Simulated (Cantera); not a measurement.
Feed: 1 mol MgCO₃, 0.21 mol H₂S, 2.8 mol H₂O, at 998.15 K and 1 atm.

Cantera equilibrium calculation (NASA polynomials, part measured and part estimated; ideal gas, pure solids and liquids). Candidate condensed phases: C, C₆H₆, C₇H₈, C₈H₁₈, H₂O, H₂SO₄, Mg, MgCO₃, MgO, Mg(OH)₂, MgS, MgSO₄, S; 130 gas species. Gases not in the tables: S₃ to S₇. Rates play no part.

Base state: H₂O 0.693, CO₂ 0.246, H₂S 0.0462, H₂ 0.00834, SO₂ 0.00239, CO 0.00205, S₂ 0.00158, COS 0.000358 (mole fractions); condensed: MgO(s).

Task: What changes in the equilibrium state with this change: temperature from 998.15 K to 1298 K?

Result: 
```csv
species,before,after
H₂O,0.693,0.678
CO₂,0.246,0.226
H₂,0.00834,0.0317
H₂S,0.0462,0.0266
CO,0.00205,0.0185
SO₂,0.00239,0.0129
SO,6.23e-7,5.83e-5
SH,2.92e-6,8.46e-5
S₂O,2.26e-5,0.000121
"MgO(s), mol",1.00,1.00
```
